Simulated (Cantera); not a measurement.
Feed: 1 mol B2H6, 0.07 mol O2, 94 mol H2, equilibrated at 1998 K and 1.00 bar.

Equilibrium computed with Cantera from the NASA thermochemical tables; the gas is ideal and each condensed phase is pure. Candidate condensed phases: B, B2O3, B3O3H3, H2O; 23 gas species. The feed counts by its element totals alone. The tables' values for BH2 are old estimates; treat these amounts as uncertain. Gases not in the tables: B2H6 and higher boranes. The numbers say what is thermodynamically allowed, not how fast it happens.

Base state: H2 0.996, H 0.00160, HBO 0.00139, BH2 0.000461, BH3 3.55e-5, BO 3.26e-5 (mole fractions); condensed: B(s).

Problem. What changes in the equilibrium state with this change: B2H6 replaced by B2O3?

Solution. 
```json
[
 {"species": "H2", "before": "0.996", "after": "0.975"},
 {"species": "HBO", "before": "0.00139", "after": "0.0104"},
 {"species": "HBO2", "before": "5.66e-7", "after": "0.00698"},
 {"species": "B2O3", "before": "1.49e-8", "after": "0.00140"},
 {"species": "H2O", "before": "2.23e-6", "after": "0.00361"},
 {"species": "BH3", "before": "3.55e-5", "after": "1.57e-7"},
 {"species": "B(s), mol", "before": "1.81", "after": "0"}
]
```
